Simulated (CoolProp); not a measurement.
1000 sccm (0 °C, 1 atm) of nitrogen bubbles through liquid octamethyltrisiloxane (MDM) at 343.9 K and leaves saturated at a total pressure of 0.136 MPa (ideal gas phase). Each further row changes one setting.

The numbers come from the reference Helmholtz-energy equation of state, Thol 2017 in CoolProp.

| case | vapour pressure (kPa) | mole fraction of vapour | delivery (mg/min) | delivery (sccm) | change of delivery for a bath 1 K warmer (%) |
|---|---|---|---|---|---|
| as stated | 6.06 | [?] | [?] | 46.6 | 4.8 |
| bath temperature 348.9 K | 7.57 | [?] | 622 | [?] | 4.7 |
| total pressure 0.272 MPa | 6.06 | [?] | 240 | 22.8 | 4.7 |

What belongs in the gaps?


- as stated, mole fraction of vapour: 0.0445
- as stated, delivery (mg/min): 492
- bath temperature 348.9 K, mole fraction of vapour: 0.0556
- bath temperature 348.9 K, delivery (sccm): 58.9
- total pressure 0.272 MPa, mole fraction of vapour: 0.0223
